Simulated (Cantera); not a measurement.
A Cantera script and its output.

```python
import numpy as np
import cantera as ct

gas = ct.Solution("gri30.yaml")
gas.TPX = 1125, 1100000, {'CH4': 1, 'CO': 0.049, 'O2': 1.35, 'N2': 5.07, 'H2O': 0.32}
reactor = ct.IdealGasConstPressureReactor(gas, energy="on", clone=False)
net = ct.ReactorNet([reactor])
net.rtol, net.atol = 1e-08, 1e-16
show = ['CH4', 'CO', 'O2', 'C2H2', 'H2O2', 'CH3', 'H2O']
times = np.geomspace(1e-06, 0.3, 12)

steps = ct.SolutionArray(gas, extra=["t"])
rows = []
print(f"{'t/s':>10s}{'T/K':>9s}{'P/Pa':>11s}" + "".join(f"{s:>11s}" for s in show))
for t in times:
    while net.time < t:
        t_next = net.step()
        steps.append(gas.state, t=t_next)
    rows.append([np.interp(t, steps.t, y) for y in (steps.T, steps.P, *steps(*show).X.T)])
    print(f"{t:10.3e}{rows[-1][0]:9.1f}{rows[-1][1]:11.4g}" + "".join(f"{x:11.3e}" for x in rows[-1][2:]))
rate = np.gradient(steps.T, steps.t)
print("integrator steps:", len(steps.t))
if steps.T.max() > steps.T[0] + 200:
    print(f"time of steepest temperature rise: {steps.t[rate.argmax()]:.4e} s")
gas.TPX = 1125, 1100000, {'CH4': 1, 'CO': 0.049, 'O2': 1.35, 'N2': 5.07, 'H2O': 0.32}
gas.equilibrate("HP")
print(f"equilibrium (HP): T = {gas.T:.1f} K  " + "  ".join(f"{s} {gas[s].X[0]:.3e}" for s in show))
```

Output:

```
       t/s      T/K       P/Pa        CH4         CO         O2       C2H2       H2O2        CH3        H2O
 1.000e-06   1125.0    1.1e+06  1.284e-01  6.291e-03  1.733e-01  2.788e-23  5.448e-12  2.789e-09  4.108e-02
 3.147e-06   1125.0    1.1e+06  1.284e-01  6.291e-03  1.733e-01  2.833e-22  5.335e-11  8.923e-09  4.108e-02
 9.905e-06   1125.0    1.1e+06  1.284e-01  6.291e-03  1.733e-01  3.064e-21  5.080e-10  2.891e-08  4.108e-02
 3.117e-05   1125.0    1.1e+06  1.284e-01  6.291e-03  1.733e-01  6.512e-20  4.450e-09  9.876e-08  4.108e-02
 9.810e-05   1125.0    1.1e+06  1.284e-01  6.291e-03  1.733e-01  1.122e-17  3.055e-08  3.882e-07  4.108e-02
 3.087e-04   1125.0    1.1e+06  1.284e-01  6.291e-03  1.733e-01  6.529e-15  1.130e-07  1.568e-06  4.109e-02
 9.717e-04   1125.1    1.1e+06  1.284e-01  6.290e-03  1.733e-01  9.189e-13  1.949e-07  2.529e-06  4.110e-02
 3.058e-03   1125.6    1.1e+06  1.283e-01  6.290e-03  1.732e-01  3.229e-11  4.021e-07  3.260e-06  4.118e-02
 9.624e-03   1131.2    1.1e+06  1.273e-01  6.406e-03  1.725e-01  3.570e-09  2.642e-06  7.131e-06  4.201e-02
 3.029e-02   2486.4    1.1e+06  6.951e-11  8.605e-02  2.112e-05  5.080e-14  2.082e-08  3.309e-11  1.996e-01
 9.532e-02   2486.4    1.1e+06  6.951e-11  8.605e-02  2.112e-05  5.080e-14  2.082e-08  3.309e-11  1.996e-01
 3.000e-01   2486.4    1.1e+06  6.951e-11  8.605e-02  2.112e-05  5.080e-14  2.082e-08  3.309e-11  1.996e-01
integrator steps: 2517
time of steepest temperature rise: 1.5440e-02 s
equilibrium (HP): T = 2486.4 K  CH4 7.825e-11  CO 8.605e-02  O2 2.112e-05  C2H2 5.600e-14  H2O2 2.082e-08  CH3 3.725e-11  H2O 1.996e-01
```

Detailed kinetics in Cantera: GRI-Mech 3.0 (53 species, 325 reactions).
